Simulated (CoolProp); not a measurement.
Vapour pressure (MPa) of R22: the reference equation beside estimates from Tc = 369.3 K, pc = 4.990 MPa, ω = 0.221. Clausius-Clapeyron is anchored at 231 K with a constant enthalpy of vaporisation of 20.28 kJ/mol.

Computed with CoolProp (reference Helmholtz-energy equation of state, Kamei 1995).

```json
[
 {"T (K)": "220.2", "reference": "0.05531", "Clausius-Clapeyron": "0.05667", "Soave-Redlich-Kwong": "0.05463", "Peng-Robinson": "0.05588"},
 {"T (K)": "223.8", "reference": "0.06672", "Clausius-Clapeyron": "0.06772", "Soave-Redlich-Kwong": "0.06597", "Peng-Robinson": "0.06724"},
 {"T (K)": "227.4", "reference": "0.07992", "Clausius-Clapeyron": "0.08048", "Soave-Redlich-Kwong": "0.07912", "Peng-Robinson": "0.08039"},
 {"T (K)": "231", "reference": "0.09512", "Clausius-Clapeyron": "0.09512", "Soave-Redlich-Kwong": "0.09427", "Peng-Robinson": "0.09551"},
 {"T (K)": "234.6", "reference": "0.1125", "Clausius-Clapeyron": "0.1119", "Soave-Redlich-Kwong": "0.1116", "Peng-Robinson": "0.1128"},
 {"T (K)": "238.2", "reference": "0.1323", "Clausius-Clapeyron": "0.1309", "Soave-Redlich-Kwong": "0.1314", "Peng-Robinson": "0.1325"},
 {"T (K)": "241.8", "reference": "0.1548", "Clausius-Clapeyron": "0.1525", "Soave-Redlich-Kwong": "0.1539", "Peng-Robinson": "0.1547"},
 {"T (K)": "245.4", "reference": "0.1800", "Clausius-Clapeyron": "0.1768", "Soave-Redlich-Kwong": "0.1793", "Peng-Robinson": "0.1798"},
 {"T (K)": "249", "reference": "0.2084", "Clausius-Clapeyron": "0.2041", "Soave-Redlich-Kwong": "0.2077", "Peng-Robinson": "0.2080"},
 {"T (K)": "252.5", "reference": "0.2392", "Clausius-Clapeyron": "0.2338", "Soave-Redlich-Kwong": "0.2387", "Peng-Robinson": "0.2386"},
 {"T (K)": "256.1", "reference": "0.2744", "Clausius-Clapeyron": "0.2678", "Soave-Redlich-Kwong": "0.2741", "Peng-Robinson": "0.2735"},
 {"T (K)": "259.7", "reference": "0.3135", "Clausius-Clapeyron": "0.3056", "Soave-Redlich-Kwong": "0.3135", "Peng-Robinson": "0.3123"},
 {"T (K)": "263.3", "reference": "0.3567", "Clausius-Clapeyron": "0.3475", "Soave-Redlich-Kwong": "0.3570", "Peng-Robinson": "0.3551"},
 {"T (K)": "266.9", "reference": "0.4042", "Clausius-Clapeyron": "0.3937", "Soave-Redlich-Kwong": "0.4050", "Peng-Robinson": "0.4024"}
]
```

Absolute difference from the reference over all 14 rows, mean and median: Clausius-Clapeyron 1.7 and 1.9 %, Soave-Redlich-Kwong 0.5 and 0.5 %, Peng-Robinson 0.4 and 0.4 %.
